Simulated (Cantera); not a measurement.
**Thermodynamics of fluorocarbon and chlorocarbon gases, feed CF4 + Si + H2 + CH4**

A closed system holds: 1 mol CF4, 0.13 mol Si, 12 mol H2, 0.24 mol CH4, equilibrated at 23.0 Pa.

These are equilibrium values from Cantera (NASA tables, ideal gas, pure condensed phases), not measurements of a reactor. Candidate condensed phases: C, C6H6, C7H8, C8H18, Si, SiC; 113 gas species. The tables' values for SiF, SiF2, SiF3 are old estimates; treat these amounts as uncertain. Equilibrium is a limit: real reactors are often held back by kinetics, nucleation or transport.

| T (K) | x H | x HF | x F | x H2 | x C | x C3 | x Si | x C2 |
|---|---|---|---|---|---|---|---|---|
| 2700 | 0.771 | 0.151 | 0.00928 | 0.0423 | 0.00624 | 0.0119 | 0.00360 | 0.00168 |
| 2800 | 0.794 | 0.133 | 0.0205 | 0.0217 | 0.0118 | 0.00967 | 0.00388 | 0.00229 |
| 2900 | 0.805 | 0.109 | 0.0398 | 0.0113 | 0.0200 | 0.00643 | 0.00407 | 0.00264 |
| 3000 | 0.811 | 0.0782 | 0.0647 | 0.00606 | 0.0291 | 0.00313 | 0.00418 | 0.00241 |
| 3100 | 0.814 | 0.0498 | 0.0886 | 0.00337 | 0.0359 | 0.00104 | 0.00424 | 0.00166 |
| 3200 | 0.817 | 0.0291 | 0.106 | 0.00195 | 0.0390 | 0.000263 | 0.00427 | 0.000932 |
| 3300 | 0.820 | 0.0164 | 0.118 | 0.00116 | 0.0401 | 6.22e-5 | 0.00428 | 0.000492 |
| 3400 | 0.821 | 0.00911 | 0.124 | 0.000709 | 0.0405 | 1.52e-5 | 0.00428 | 0.000260 |
| 3500 | 0.822 | 0.00512 | 0.127 | 0.000445 | 0.0407 | 3.98e-6 | 0.00428 | 0.000141 |
x: gas mole fraction; nothing condenses.

From 2700 K to 3500 K nothing is condensed. The main Si-bearing gas is Si throughout.
